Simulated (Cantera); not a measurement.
An adiabatic, constant-pressure homogeneous reactor starts with CH3OH : O2 : N2 = 1 : 1.36 : 5.13 (molar parts), equivalence ratio 1.1, at 1225 K and 12.0 bar. Integrator tolerance rtol = 1e-08.

Cantera simulation using GRI-Mech 3.0 (53 species, 325 reactions); the numbers are that mechanism's predictions, not measurements. GRI-Mech 3.0 was tuned for natural gas; its chemistry of methanol as a main component is partial and can be far from experiment. The pressure lies above the range GRI-Mech 3.0 was tuned for (to about 10 atm).

### Question
What does this change do: pressure from 12.0 bar to 0.230 bar?

### Answer
```
quantity                                                            before                                    after
---------------------------------  ---------------------------------------  ---------------------------------------
time of steepest temperature rise                                 0.847 ms                                  24.3 ms
temperature at 1.00 s                                               2765 K                                   2530 K
equilibrium temperature                                             2765 K                                   2530 K
x(CH3OH) at 1.00 s                   <1e-12 (gas-phase equilibrium <1e-12)    <1e-12 (gas-phase equilibrium <1e-12)
x(O2) at 1.00 s                    0.00592 (gas-phase equilibrium 0.00592)    0.0143 (gas-phase equilibrium 0.0143)
x(O) at 1.00 s                     0.00105 (gas-phase equilibrium 0.00105)  0.00422 (gas-phase equilibrium 0.00422)
x(H2O) at 1.00 s                       0.220 (gas-phase equilibrium 0.220)      0.200 (gas-phase equilibrium 0.200)
x(H) at 1.00 s                     0.00263 (gas-phase equilibrium 0.00263)  0.00937 (gas-phase equilibrium 0.00937)
```

### Question
What does this change do: initial temperature 1225 to 1550 K?

### Answer
| quantity | before | after |
|---|---|---|
| time of steepest temperature rise | 0.847 ms | 17.0 µs |
| temperature at 1.00 s | 2765 K | 2915 K |
| equilibrium temperature | 2765 K | 2915 K |
| x(CH3OH) at 1.00 s | <1e-12 (gas-phase equilibrium <1e-12) | <1e-12 (gas-phase equilibrium <1e-12) |
| x(O2) at 1.00 s | 0.00592 (gas-phase equilibrium 0.00592) | 0.00996 (gas-phase equilibrium 0.00996) |
| x(O) at 1.00 s | 0.00105 (gas-phase equilibrium 0.00105) | 0.00243 (gas-phase equilibrium 0.00243) |
| x(H2O) at 1.00 s | 0.220 (gas-phase equilibrium 0.220) | 0.209 (gas-phase equilibrium 0.209) |
| x(H) at 1.00 s | 0.00263 (gas-phase equilibrium 0.00263) | 0.00500 (gas-phase equilibrium 0.00500) |

### Question
What does this change do: initial temperature 1225 to 1275 K?

### Answer
```
quantity                                                            before                                    after
---------------------------------  ---------------------------------------  ---------------------------------------
time of steepest temperature rise                                 0.847 ms                                 0.393 ms
temperature at 1.00 s                                               2765 K                                   2789 K
equilibrium temperature                                             2765 K                                   2789 K
x(CH3OH) at 1.00 s                   <1e-12 (gas-phase equilibrium <1e-12)    <1e-12 (gas-phase equilibrium <1e-12)
x(O2) at 1.00 s                    0.00592 (gas-phase equilibrium 0.00592)  0.00652 (gas-phase equilibrium 0.00652)
x(O) at 1.00 s                     0.00105 (gas-phase equilibrium 0.00105)  0.00122 (gas-phase equilibrium 0.00122)
x(H2O) at 1.00 s                       0.220 (gas-phase equilibrium 0.220)      0.218 (gas-phase equilibrium 0.218)
x(H) at 1.00 s                     0.00263 (gas-phase equilibrium 0.00263)  0.00293 (gas-phase equilibrium 0.00293)
```
